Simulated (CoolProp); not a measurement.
Vapour-liquid equilibrium of methane (1) + ethane (2) at 173.7 K; x and y are mole fractions of (1).

Computed with CoolProp (multi-fluid Helmholtz-energy mixture model, Setzmann 1991 and Bücker 2006; pair parameters Kunz 2012).

| x | bubble pressure, mixture model (MPa) | bubble pressure, Raoult's law (MPa) | y, mixture model | y, Raoult's law |
|---|---|---|---|---|
| 0.05 | 0.1925 | 0.1841 | 0.720 | 0.721 |
| 0.15 | 0.4585 | 0.4442 | 0.884 | 0.896 |
| 0.25 | 0.7118 | 0.7042 | 0.927 | 0.942 |
| 0.35 | 0.9546 | 0.9642 | 0.947 | 0.964 |
| 0.45 | 1.190 | 1.224 | 0.960 | 0.976 |
| 0.55 | 1.421 | 1.484 | 0.968 | 0.984 |
| 0.65 | 1.653 | 1.744 | 0.975 | 0.989 |
| 0.75 | 1.893 | 2.004 | 0.981 | 0.993 |
| 0.85 | 2.154 | 2.264 | 0.987 | 0.996 |
| 0.95 | 2.462 | 2.524 | 0.995 | 0.999 |

The largest gap from Raoult's law is -5.5 % in bubble pressure, at x = 0.75. No azeotrope shows between x = 0.05 and 0.95.

Pair parameters are fitted to limited data, so mixtures are less certain than the pure fluids. The gap from Raoult's law changes sign with composition, which may be real or a fault of the pair parameters; it wasn't checked against measurements.
